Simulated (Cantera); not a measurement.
## Carbothermic reduction: Ta2O5 + CH4 + CO

Feed: 1 mol Ta2O5, 5.9 mol CH4, 0.15 mol CO, held at 2300 K.

Equilibrium computed with Cantera from the NASA thermochemical tables; the gas is ideal and each condensed phase is pure. Candidate condensed phases: C, C6H6, C7H8, C8H18, H2O, Ta, TaC, Ta2O5; 113 gas species. Mutual solubility and eutectic melting of coexisting phases are not modelled. TaC: taken at fixed stoichiometry. Condensed phases not in the tables: Ta2C, N, O or C dissolved in the metal. Kinetics and transport are ignored.

| P (Pa) | log p H2 | log p H | log p CO | log p H2O | log p CO2 | log p TaO2 | log p TaO | log p OH | n Ta(s) | n TaC(s) | n Ta2O5(l) |
|---|---|---|---|---|---|---|---|---|---|---|---|
| 10 | -4.57 | -4.30 | -4.64 | -10.40 | -11.23 | -11.20 | -8.33 | -10.93 | 1.10 | 0.901 | 0 |
| 68 | -3.49 | -3.76 | -3.74 | -8.42 | -9.43 | -9.40 | -7.43 | -9.49 | 1.10 | 0.901 | 0 |
| 460 | -2.56 | -3.29 | -2.88 | -6.63 | -7.70 | -7.67 | -6.57 | -8.16 | 1.10 | 0.902 | 0 |
| 3200 | -1.68 | -2.85 | -2.02 | -4.89 | -5.99 | -5.96 | -5.71 | -6.86 | 1.09 | 0.910 | 0 |
| 22000 | -0.82 | -2.43 | -1.18 | -3.20 | -4.31 | -4.28 | -4.87 | -5.59 | 1.03 | 0.962 | 0 |
| 150000 | 0.03 | -2.00 | -0.40 | -2.07 | -3.25 | -4.26 | -5.12 | -4.90 | 0 | 1.71 | 0.143 |
| 1000000 | 0.86 | -1.59 | 0.43 | -1.01 | -2.19 | -4.38 | -5.47 | -4.25 | 0 | 1.73 | 0.133 |
log p: log10 of the partial pressure in bar; n: condensed amount in mol.

From 10.0 Pa to 0.220 bar the condensed part is Ta(s) + TaC(s). From 1.50 bar to 10.0 bar the condensed part is TaC(s) + Ta2O5(l). The main Ta-bearing gas is TaO at 10.0 Pa and TaO2 at 10.0 bar.
